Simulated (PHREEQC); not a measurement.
Consider water at 45 °C with 0.0066 mol/kgw CaCl2, 0.0047 mol/kgw Na2HPO4 and 0.00037 mol/kgw H4SiO4. Closed to the air; pH follows from the charge balance.

The numbers come from PHREEQC with the ion-association model, phreeqc.dat.

```json
{
  "pH": "7.70",
  "ionic_strength": "0.0241 mol/kgw",
  "specific_conductance": "2850 µS/cm",
  "total_alkalinity": "4.70 meq/kg"
}
```

```csv
species,molality,activity,log γ
Cl-,0.0132,0.0113,-0.069
Na+,0.00938,0.00806,-0.066
Ca+2,0.00424,0.00234,-0.257
HPO4-2,0.00196,0.00107,-0.261
CaHPO4,0.00195,0.00196,0.002
CaPO4-,0.000383,0.000330,-0.064
H4SiO4,0.000364,0.000366,0.002
H2PO4-,0.000360,0.000311,-0.064
CaH2PO4+,3.10e-5,2.67e-5,-0.064
NaHPO4-,1.96e-5,1.69e-5,-0.064
```

No solid was allowed to form. Examples of supersaturated solids here: Hydroxyapatite, Quartz (slow to form). Others may be too. Complexes and solids missing from the database can't appear. Away from 25 °C the constants follow the database's enthalpies or fits; those with neither stay at their 25 °C values.
